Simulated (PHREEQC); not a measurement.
2.9 g of hydrous ferric oxide (600 m²/g; 0.2 weak and 0.005 strong sites per Fe, Dzombak-Morel constants, diffuse double layer) in 1 kg of water with 0.01 mol/kgw of an inert sodium salt and 2.6 mmol/kgw Na2SeO4, at 25 °C; the pH is set by adding NaOH or the inert anion's acid. O2 is buffered at 0.21 atm. The system is closed to CO2. Nothing may precipitate in this run.

Equilibrium calculation in PHREEQC: ion-association model, wateq4f.dat.

```tsv
pH	Se sorbed (%)	surface charge σ (C/m²)	surface potential ψ (mV)
3	98.9	0.082	122
3.5	(withheld)	(withheld)	120
4	97.9	0.066	113
5	89.8	0.041	90
5.5	(withheld)	(withheld)	77
6	63.6	0.024	64
6.5	45.3	0.018	52
7.5	11.2	0.008	24
8	2.6	0.001	4
8.5	0.4	-0.007	-21
9	0.0	-0.017	-48
10	0.0	-0.051	-97
10.5	0.0	-0.080	-118
11	0.0	-0.120	-137
```

Some entries are withheld; supply them.


- 3.5, Se sorbed (%): 98.7
- 3.5, surface charge σ (C/m²): 0.077
- 5.5, Se sorbed (%): 79.1
- 5.5, surface charge σ (C/m²): 0.031

Complexes and solids missing from the database can't appear. The oxide is taken as insoluble; below pH 4 it would dissolve.
